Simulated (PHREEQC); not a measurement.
Solution (25 °C): 0.032 mol CuCl2 and 0.013 mol HBF4 per kg of water. Closed to the air; pH follows from the charge balance.

Model: ion-association model, phreeqc.dat, run in PHREEQC.

This is a speciation only: nothing precipitates in the calculation.

Question: Order these B species by the share of B that they hold, largest first: BF2(OH)2-, BF4-, BF3OH-, H3BO3.

Answer: BF4- (83 %), H3BO3 (11 %), BF3OH- (4.9 %), BF2(OH)2- (1.1 %)

Question: Order these F species by the share of F that they hold, largest first: BF4-, BF2(OH)2-, BF3OH-, HF, F-.

Answer: BF4- (83 %), HF (12 %), BF3OH- (3.7 %), F- (1.0 %), BF2(OH)2- (0.54 %)

The pH is 2.00 and the ionic strength 0.104 mol/kgw. Real BF4- forms and hydrolyses slowly; the run takes it at equilibrium.
